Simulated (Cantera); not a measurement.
Si(CH3)4 + C2H4 + H2 (silicon carbide growth)

Input: 1 mol Si(CH3)4, 0.49 mol C2H4, 54 mol H2, held at 1900 K and 368 Torr.

Equilibrium computed with Cantera from the NASA thermochemical tables; the gas is ideal and each condensed phase is pure. Candidate condensed phases: C, C6H6, C7H8, C8H18, Si, SiC; 87 gas species. The numbers say what is thermodynamically allowed, not how fast it happens.

| Property | Result |
|---|---|
| x(H2) | 0.998 |
| x(H) | 0.00113 |
| x(C2H2 (acetylene)) | 0.000381 |
| x(CH4) | 0.000274 |
| x(CH3) | 6.24e-6 |
| x(C2H4) | 2.26e-6 |
| x(SiH2) | 2.16e-6 |
| n(C(graphite)) | 3.92 mol |
| n(SiC(s)) | 1.000 mol |
| gas amount | 61.00 mol |
| log10 activity of Si(l) (absent) | -1.43 |
